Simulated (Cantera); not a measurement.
A closed system holds: 1 mol Si2H6, 0.25 mol Cl2, a varied amount of H2, equilibrated at 973 K and 10.0 Torr.

Method: chemical equilibrium by Gibbs-energy minimisation in Cantera with the NASA 1993 tables (ideal gas, pure condensed phases). Candidate condensed phases: Si; 19 gas species. The feed counts by its element totals alone. Equilibrium is a limit: real reactors are often held back by kinetics, nucleation or transport.

What share of the Si ends up in condensed phases as a function of n(H2) (mol), at 4.5, 14, 24, 34, 43, 53, 63, 72?


```tsv
n(H2) (mol)	Si condensed (%)	as
4.5	94.8	Si(s)
14	95.8	Si(s)
24	96.6	Si(s)
34	97.2	Si(s)
43	97.7	Si(s)
53	98.1	Si(s)
63	98.4	Si(s)
72	98.6	Si(s)
```
